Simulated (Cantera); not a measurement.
A perfectly stirred reactor is fed with 84.6 % NH₃, 15.2 % N₂, 0.178 % H₂, at 0.0133 bar; it is held at 1675 K, and followed from long to short residence time.

Detailed kinetics in Cantera: the gas-phase N/H chemistry of the illustrative SiF4/NH3 mechanism in the Surface Chemkin manual (1991). Walls and surfaces, which speed up NH3 decomposition in real reactors, are not modelled.

Predict: x(NH₃) at τ = 18.0 s; x(N₂) at τ = 18.0 s; x(H₂) at τ = 18.0 s; x(H) at τ = 18.0 s; x(N) at τ = 18.0 s; x(NH₃) at τ = 85.0 ms; x(N₂) at τ = 85.0 ms; x(H₂) at τ = 85.0 ms; x(H) at τ = 85.0 ms; x(N) at τ = 85.0 ms.


| Item | Result |
|---|---|
| x(NH₃) at τ = 18.0 s | 0.546 |
| x(N₂) at τ = 18.0 s | 0.209 |
| x(H₂) at τ = 18.0 s | 0.245 |
| x(H) at τ = 18.0 s | 3.90e-5 |
| x(N) at τ = 18.0 s | 8.80e-8 |
| x(NH₃) at τ = 85.0 ms | 0.845 |
| x(N₂) at τ = 85.0 ms | 0.152 |
| x(H₂) at τ = 85.0 ms | 0.00265 |
| x(H) at τ = 85.0 ms | 3.36e-7 |
| x(N) at τ = 85.0 ms | 1.32e-9 |
